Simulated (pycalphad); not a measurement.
Source of the numbers: pycalphad with the COST 507 light-alloy database (1999); pressure 1 atm. The data set is of 1999 and partly superseded. Diffusion is slow at the low end, where real alloys seldom reach equilibrium.

Molar enthalpy of Ti-2.82Hf-3.79B (at.%) in equilibrium (SER reference):

| T (K) | H (kJ/mol) | phases |
|---|---|---|
| 2850 | 107.50 | LIQUID |
| 2700 | 100.65 | LIQUID |
| 2550 | 93.80 | LIQUID |
| 2400 | 86.95 | LIQUID |
| 2250 | 80.10 | LIQUID |
| 2100 | 73.26 | LIQUID |
| 1950 | 66.42 | LIQUID |
| 1900 | 64.14 | LIQUID |
| 1800 | 44.00 | BCC_A2 + BM |
| 1750 | 42.24 | BCC_A2 + BM |
| 1650 | 38.82 | BCC_A2 + BM |
| 1500 | 33.91 | BCC_A2 + BM |
| 1350 | 29.22 | BCC_A2 + BM |
| 1200 | 24.71 | BCC_A2 + BM |
| 1050 | 16.13 | HCP_A3 + BM |
| 900 | 11.27 | HCP_A3 + BM |
| 750 | 6.63 | HCP_A3 + BM |
| 600 | 2.21 | HCP_A3 + BM |

Cooling from 1900 K to 1800 K, across the freezing range, releases 20.1 kJ/mol, or 402 J/g. The slope is 46 J/(mol K) in the liquid and 35 J/(mol K) just below the solidus, where it includes any heat of precipitation. Liquidus 1861 K, solidus 1814 K. Changes were sought between steps of 50 K, so a narrower field can be missed.

Database names, with the compositions (at.%) that they take in these runs: BM: Ti 50 B 50. BCC_A2 is bcc; HCP_A3 is hcp.
